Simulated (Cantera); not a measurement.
Input: 1 mol CaCl₂, 2.1 mol N₂, equilibrated at 975 K and 578 Torr.

These are equilibrium values from Cantera (NASA tables, ideal gas, pure condensed phases), not measurements of a reactor. Candidate condensed phases: Ca, CaCl₂; 8 gas species. Rates play no part.

Problem. What is the equilibrium state?

Solution. x(N₂): 1.00
n(CaCl₂(s)): 1.00 mol
gas amount: 2.100 mol
log10 activity of Ca(s) (absent): -13.49
